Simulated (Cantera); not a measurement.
Charge: 1 mol Mg(OH)₂, 4 mol H₂, 0.06 mol CO₂, held at 15000 Pa.

Method: chemical equilibrium by Gibbs-energy minimisation in Cantera with the NASA 1993 tables (ideal gas, pure condensed phases). Candidate condensed phases: C, C₆H₆, C₇H₈, C₈H₁₈, H₂O, Mg, MgCO₃, MgO, Mg(OH)₂; 116 gas species. The numbers say what is thermodynamically allowed, not how fast it happens.

Task: At 1377 °C, list the 4 most abundant gas species with their mole fractions, and the condensed phases.

Result: H₂ 0.779, H₂O 0.209, CO 0.0109, CO₂ 0.000912. Condensed: MgO(s).
